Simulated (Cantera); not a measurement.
Input: 1 mol V₂O₃, 77 mol H₂, 0.96 mol H₂O, equilibrated at 1498.15 K and 100 Pa.

Cantera equilibrium calculation (NASA polynomials, part measured and part estimated; ideal gas, pure solids and liquids). Candidate condensed phases: H₂O, V, VO, V₂O₃, V₂O₄, V₂O₅; 12 gas species. Condensed phases not in the tables: the oxides between V₂O₃ and V₂O₅ other than VO₂. Rates play no part.

Base state: H₂ 0.987, H₂O 0.0123, H 0.000541 (mole fractions); condensed: V₂O₃(s).

What changes in the equilibrium state with this change: temperature from 1498.15 K to 1800 K?


```
species         before     after
------------  --------  --------
H₂               0.987     0.974
H₂O             0.0123    0.0142
H             0.000541    0.0112
VO₂            6.81e-7  0.000421
VO             2.71e-8   6.09e-5
OH             1.91e-7   1.08e-5
V₂O₃(s), mol     1.000     0.808
VO(s), mol           0     0.345
```
Mutual solubility and eutectic melting of coexisting phases are not modelled. VO: taken at fixed stoichiometry.

What changes in the equilibrium state with this change: V₂O₃ replaced by ZrO₂?


| species | before | after |
|---|---|---|
| H₂ | 0.987 | 0.987 |
| H₂O | 0.0123 | 0.0123 |
| H | 0.000541 | 0.000541 |
| V₂O₃(s), mol | 1.000 | 0 |
| ZrO₂(tetragonal), mol | 0 | 1.00 |
Further candidate phases: Zr, ZrO₂.
